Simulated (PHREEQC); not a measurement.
A solution holds 2.2 mmol/kgw HF, 150 mmol/kgw NH4F, 1 mmol/kgw (NH4)2SiF6 and 0.077 mmol/kgw H2SO4, at 25 °C. Closed to the air; pH follows from the charge balance.

All values are PHREEQC results (ion-association model, phreeqc.dat), not measurements.

```yaml
pH: 5.02
ionic_strength: 0.153 mol/kgw
specific_conductance: 15700 µS/cm
density: 1.000 g/cm³
total_alkalinity: -6.35 meq/kg
```

```tsv
species	molality	activity	log γ
NH4+	0.152	0.107	-0.151
F-	0.149	0.108	-0.138
HF	0.00150	0.00155	0.015
SiF6-2	0.00100	0.000327	-0.486
HF2-	0.000851	0.000646	-0.120
SO4-2	4.85e-5	1.56e-5	-0.492
NH4SO4-	2.85e-5	2.16e-5	-0.120
H+	1.18e-5	9.53e-6	-0.093
NH3	6.20e-6	6.42e-6	0.015
HSO4-	1.91e-8	1.45e-8	-0.120
```

Precipitation was switched off in this run. SiF6-2 is the database's only silicon fluoride.
